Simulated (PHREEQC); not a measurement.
## City or well water: an equilibrium model

Synthetic water in mg/kgw, 25 °C, pH 7.51, pe 0.5:

| constituent | mg/kgw |
|---|---|
| Na | 10.2 |
| K | 0.385 |
| Ca | 14.5 |
| Mg | 10.2 |
| Cl | 9.43 |
| S(6) as SO4 | 9.61 |
| Alkalinity as HCO3 | 94.7 |
| Fe(2) | 0.487 |
| Mn(2) | 1.57 |

Valence states are taken as typed.

All values are PHREEQC results (ion-association model, phreeqc.dat), not measurements.

Each row changes one thing in this solution. Precipitation was switched off in this run.

```json
[
 {"case": "as made", "HCO3- (mol/kgw)": "0.00152", "Mg+2 (mol/kgw)": "0.000408", "Ca+2 (mol/kgw)": "0.000352", "CO2 (mol/kgw)": "9.97e-5", "SO4-2 (mol/kgw)": "9.06e-5", "Mn+2 (mol/kgw)": "2.27e-5", "SI of Siderite (FeCO3)": "-0.00", "SI of Rhodochrosite (MnCO3)": "+0.73"},
 {"case": "temperature from 25 to 75 °C at the same typed pH", "HCO3- (mol/kgw)": "0.00149", "Mg+2 (mol/kgw)": "0.000394", "Ca+2 (mol/kgw)": "0.000344", "CO2 (mol/kgw)": "9.05e-5", "SO4-2 (mol/kgw)": "8.15e-5", "Mn+2 (mol/kgw)": "2.11e-5", "SI of Siderite (FeCO3)": "+0.36", "SI of Rhodochrosite (MnCO3)": "+1.03"},
 {"case": "Alkalinity from 94.7 to 189 mg/kgw", "HCO3- (mol/kgw)": "0.00304", "Mg+2 (mol/kgw)": "0.000402", "Ca+2 (mol/kgw)": "0.000346", "CO2 (mol/kgw)": "0.000198", "SO4-2 (mol/kgw)": "9.11e-5", "Mn+2 (mol/kgw)": "1.92e-5", "SI of Siderite (FeCO3)": "+0.23", "SI of Rhodochrosite (MnCO3)": "+0.94"},
 {"case": "all concentrations times 3 at the same typed pH", "HCO3- (mol/kgw)": "0.00447", "Mg+2 (mol/kgw)": "0.00118", "Ca+2 (mol/kgw)": "0.00102", "CO2 (mol/kgw)": "0.000282", "SO4-2 (mol/kgw)": "0.000244", "Mn+2 (mol/kgw)": "5.23e-5", "SI of Siderite (FeCO3)": "+0.78", "SI of Rhodochrosite (MnCO3)": "+1.48"},
 {"case": "pH from 7.51 to 8.01 at the same alkalinity", "HCO3- (mol/kgw)": "0.00149", "Mg+2 (mol/kgw)": "0.000406", "Ca+2 (mol/kgw)": "0.000350", "CO2 (mol/kgw)": "3.09e-5", "SO4-2 (mol/kgw)": "9.06e-5", "Mn+2 (mol/kgw)": "1.85e-5", "SI of Siderite (FeCO3)": "+0.45", "SI of Rhodochrosite (MnCO3)": "+1.13"}
]
```

Species that the database lacks are ignored. Some of these states are supersaturated (in Rhodochrosite, Siderite, for instance). At this temperature some constants are extrapolated from 25 °C, and those without enthalpy data are left unchanged.
